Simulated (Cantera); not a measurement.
# CH3SiH3 + C2H4 + H2 (silicon carbide growth)

Feed: 1 mol CH3SiH3, 0.009 mol C2H4, 32 mol H2, held at 2273.15 K.

Method: chemical equilibrium by Gibbs-energy minimisation in Cantera with the NASA 1993 tables (ideal gas, pure condensed phases). Candidate condensed phases: C, C6H6, C7H8, C8H18, Si, SiC; 87 gas species. The feed counts by its element totals alone. Gases not in the tables: Si2H6 and higher silanes. Kinetics and transport are ignored.

| P (Pa) | log p H2 | log p H | log p Si | log p C2H2 (acetylene) | log p SiC2 | log p Si2C | n C(graphite) | n SiC(s) |
|---|---|---|---|---|---|---|---|---|
| 100 | -3.13 | -3.64 | -4.68 | -5.55 | -5.58 | -6.47 | 0.556 | 0 |
| 220 | -2.75 | -3.45 | -4.34 | -5.17 | -5.24 | -5.79 | 0.539 | 0 |
| 460 | -2.40 | -3.28 | -4.03 | -4.83 | -4.93 | -5.18 | 0.520 | 0 |
| 1000 | -2.04 | -3.10 | -4.01 | -4.47 | -4.91 | -5.14 | 0.122 | 0.524 |
| 2200 | -1.69 | -2.92 | -3.96 | -4.21 | -4.96 | -5.09 | 0 | 0.762 |
| 4600 | -1.36 | -2.75 | -3.87 | -4.06 | -5.05 | -5.00 | 0 | 0.860 |
| 10000 | -1.01 | -2.58 | -3.78 | -3.90 | -5.14 | -4.90 | 0 | 0.918 |
| 22000 | -0.67 | -2.41 | -3.69 | -3.72 | -5.23 | -4.82 | 0 | 0.952 |
| 46000 | -0.34 | -2.25 | -3.63 | -3.53 | -5.30 | -4.75 | 0 | 0.969 |
| 100000 | 0.00 | -2.08 | -3.57 | -3.32 | -5.36 | -4.69 | 0 | 0.980 |
log p: log10 of the partial pressure in bar; n: condensed amount in mol.

From 100 Pa to 460 Pa the condensed part is C(graphite). At 1000 Pa the condensed part is C(graphite) + SiC(s). From 2200 Pa to 100000 Pa the condensed part is SiC(s). The main Si-bearing gas is Si throughout.
